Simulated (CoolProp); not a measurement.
Model: reference Helmholtz-energy equation of state, Thol 2017, in CoolProp.

### Question
Give the vapour pressure (MPa), liquid density (kg/m³), enthalpy of vaporisation (kJ/kg), surface tension (mN/m) of saturated octamethyltrisiloxane (MDM) at 386.9, 413.5, 431.2 K.

### Answer
| T (K) | p (MPa) | liquid density (kg/m³) | enthalpy of vaporisation (kJ/kg) | surface tension (mN/m) |
|---|---|---|---|---|
| 386.9 | 0.0323 | 721 | 169 | 9.15 |
| 413.5 | 0.0729 | 690 | 158 | 7.21 |
| 431.2 | 0.117 | 668 | 150 | 6.00 |

Surface tension comes from a separate correlation (Mulero 2014), older than this fluid's equation and unchecked against measurements.
